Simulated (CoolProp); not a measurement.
Vapour pressure (MPa) of hydrogen chloride: the reference equation beside estimates from Tc = 324.7 K, pc = 8.314 MPa, ω = 0.130. Clausius-Clapeyron is anchored at 251.6 K with a constant enthalpy of vaporisation of 12.99 kJ/mol.

Computed with CoolProp (reference Helmholtz-energy equation of state, Thol 2018).

```tsv
T (K)	reference	Clausius-Clapeyron	van der Waals	Redlich-Kwong	Peng-Robinson
245.5	1.164	1.208	2.442	1.350	1.169
251.6	1.409	1.409	2.746	1.623	1.417
257.7	1.691	1.632	3.072	1.932	1.704
263.8	2.012	1.878	3.423	2.280	2.030
269.9	2.376	2.147	3.797	2.669	2.401
276	2.787	2.440	4.196	3.101	2.819
282	3.241	2.752	4.612	3.569	3.281
288.1	3.756	3.094	5.061	4.092	3.804
294.2	4.331	3.463	5.537	4.663	4.385
```

Absolute difference from the reference over all 9 rows, mean and median: Clausius-Clapeyron 9.9 and 9.6 %, van der Waals 63.5 and 59.8 %, Redlich-Kwong 12.1 and 12.3 %, Peng-Robinson 1.0 and 1.1 %.
